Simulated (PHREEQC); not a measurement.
Consider water at 25 °C with 25 mmol/kgw H3BO3 and 2.5 mmol/kgw K2HPO4. Closed to the air; pH follows from the charge balance.

The numbers come from PHREEQC with the ion-association model, phreeqc.dat.

This is a speciation only: nothing precipitates in the calculation.

### Question
Estimate the pH, ionic strength.

### Answer
pH 7.59; ionic strength 0.00687 mol/kgw.

### Question
In which forms is P present?

### Answer
HPO4-2 75 %, H2PO4- 24 %, KHPO4- 0.5 % of the P.
